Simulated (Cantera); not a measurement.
# Abatement and gas-phase synthesis: NH₃ + H₂O + O₂

Charge: 1 mol NH₃, 0.13 mol H₂O, 0.077 mol O₂, at 10.0 mbar.

Cantera equilibrium calculation (NASA polynomials, part measured and part estimated; ideal gas, pure solids and liquids). Candidate condensed phases: H₂O; 24 gas species. Kinetics and transport are ignored.

```tsv
T (K)	log p H₂	log p H	log p N₂	log p H₂O	log p OH
648	-2.20	<-14	-2.63	-2.88	<-14
848	-2.20	-11.82	-2.63	-2.88	<-14
1048	-2.20	-9.21	-2.63	-2.88	-12.39
1248	-2.20	-7.43	-2.63	-2.88	-10.10
1448	-2.20	-6.14	-2.63	-2.88	-8.43
1648	-2.20	-5.15	-2.63	-2.88	-7.17
1848	-2.20	-4.38	-2.63	-2.88	-6.18
2048	-2.21	-3.75	-2.63	-2.88	-5.39
2248	-2.23	-3.25	-2.64	-2.89	-4.74
2448	-2.29	-2.84	-2.66	-2.94	-4.21
2648	-2.40	-2.53	-2.71	-3.06	-3.81
```
log p: log10 of the partial pressure in bar; nothing condenses.

From 648 K to 2648 K nothing is condensed.
